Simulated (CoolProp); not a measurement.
A closed Brayton cycle with dry air: compressor inlet 321.15 K and 7.5 MPa, high pressure 18.5 MPa, turbine inlet 880 K, compressor efficiency 0.8, turbine efficiency 0.9, recuperator effectiveness 0.9 (on enthalpy, no pinch check). Each further row changes one setting.

Model: reference Helmholtz-energy equation of state, Lemmon 2000, in CoolProp. It is a pseudo-pure fit of the blend.

| case | thermal efficiency (%) | net work (kJ/kg) | compressor to turbine work | compressor exit (K) | turbine exit (K) |
|---|---|---|---|---|---|
| as stated | ? | 68.1 | 0.64 | 440.0 | 713.0 |
| turbine inlet 830 K | ? | 57.3 | 0.68 | 440.0 | 670.9 |
| compressor inlet 331.15 K | 28.6 | 64.0 | 0.67 | 453.5 | 713.0 |
| high pressure 15.7 MPa | 30.9 | 61.5 | ? | 416.0 | 740.9 |
| recuperator effectiveness 0.5 | 19.9 | 68.1 | 0.64 | 440.0 | 713.0 |

Question: Fill in the missing entries.

Answer: 
- as stated, thermal efficiency (%): 30.2
- turbine inlet 830 K, thermal efficiency (%): 27.3
- high pressure 15.7 MPa, compressor to turbine work: 0.61
